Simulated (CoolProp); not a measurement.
Vapour pressure (bar) of octamethylcyclotetrasiloxane (D4): the reference equation beside estimates from Tc = 313.4 °C, pc = 13.47 bar, ω = 0.598. Clausius-Clapeyron is anchored at 219.45 °C with a constant enthalpy of vaporisation of 33.20 kJ/mol.

Computed with CoolProp (reference Helmholtz-energy equation of state, Thol 2015).

```json
[
 {"T (°C)": "129.25", "reference": "0.2601", "Clausius-Clapeyron": "0.4430", "van der Waals": "2.436", "Peng-Robinson": "0.2674"},
 {"T (°C)": "144.25", "reference": "0.4211", "Clausius-Clapeyron": "0.6329", "van der Waals": "2.937", "Peng-Robinson": "0.4286"},
 {"T (°C)": "159.35", "reference": "0.6549", "Clausius-Clapeyron": "0.8838", "van der Waals": "?", "Peng-Robinson": "?"},
 {"T (°C)": "174.35", "reference": "0.9780", "Clausius-Clapeyron": "1.204", "van der Waals": "4.134", "Peng-Robinson": "0.9847"},
 {"T (°C)": "189.45", "reference": "1.417", "Clausius-Clapeyron": "1.612", "van der Waals": "4.836", "Peng-Robinson": "1.424"},
 {"T (°C)": "204.45", "reference": "1.990", "Clausius-Clapeyron": "2.113", "van der Waals": "5.604", "Peng-Robinson": "2.001"},
 {"T (°C)": "219.45", "reference": "2.726", "Clausius-Clapeyron": "2.726", "van der Waals": "6.444", "Peng-Robinson": "2.745"},
 {"T (°C)": "234.55", "reference": "?", "Clausius-Clapeyron": "3.469", "van der Waals": "7.366", "Peng-Robinson": "3.695"},
 {"T (°C)": "249.55", "reference": "4.820", "Clausius-Clapeyron": "?", "van der Waals": "8.358", "Peng-Robinson": "4.874"},
 {"T (°C)": "264.55", "reference": "6.242", "Clausius-Clapeyron": "5.381", "van der Waals": "9.428", "Peng-Robinson": "6.324"},
 {"T (°C)": "279.65", "reference": "7.992", "Clausius-Clapeyron": "6.591", "van der Waals": "10.59", "Peng-Robinson": "8.103"},
 {"T (°C)": "294.65", "reference": "10.11", "Clausius-Clapeyron": "7.976", "van der Waals": "11.82", "Peng-Robinson": "10.23"}
]
```

Question: Some entries are withheld; supply them.

Answer: 
- 159.35, van der Waals: 3.504
- 159.35, Peng-Robinson: 0.6620
- 234.55, reference: 3.662
- 249.55, Clausius-Clapeyron: 4.348

Absolute difference from the reference over all 12 rows, mean and median: Clausius-Clapeyron 22.2 and 15.7 %, van der Waals 252.2 and 159.0 %, Peng-Robinson 1.2 and 1.1 %.
